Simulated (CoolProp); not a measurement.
Vapour-liquid equilibrium of n-hexane (1) + n-decane (2) at 144.25 °C; x and y are mole fractions of (1).

Values from CoolProp's multi-fluid Helmholtz-energy mixture model, Thol 2019 and Lemmon 2006; pair parameters Kunz 2012.

```json
[
 {"x": "0.05", "bubble pressure (MPa)": "0.06972", "y at the bubble point": "0.384", "dew pressure at overall composition x (MPa)": "0.04655", "liquid density (mol/L)": "4.498"},
 {"x": "0.2", "bubble pressure (MPa)": "0.1495", "y at the bubble point": "0.746", "dew pressure at overall composition x (MPa)": "0.05473", "liquid density (mol/L)": "4.711"},
 {"x": "0.35", "bubble pressure (MPa)": "0.2352", "y at the bubble point": "0.862", "dew pressure at overall composition x (MPa)": "0.06636", "liquid density (mol/L)": "4.942"},
 {"x": "0.5", "bubble pressure (MPa)": "0.3266", "y at the bubble point": "0.919", "dew pressure at overall composition x (MPa)": "0.08417", "liquid density (mol/L)": "5.193"},
 {"x": "0.65", "bubble pressure (MPa)": "0.4236", "y at the bubble point": "0.954", "dew pressure at overall composition x (MPa)": "0.1149", "liquid density (mol/L)": "5.462"},
 {"x": "0.8", "bubble pressure (MPa)": "0.5260", "y at the bubble point": "0.977", "dew pressure at overall composition x (MPa)": "0.1805", "liquid density (mol/L)": "5.746"},
 {"x": "0.95", "bubble pressure (MPa)": "0.6344", "y at the bubble point": "0.995", "dew pressure at overall composition x (MPa)": "0.4109", "liquid density (mol/L)": "6.036"}
]
```

No azeotrope shows between x = 0.05 and 0.95.

The pair parameters rest on a limited set of measurements; away from them the model extrapolates.
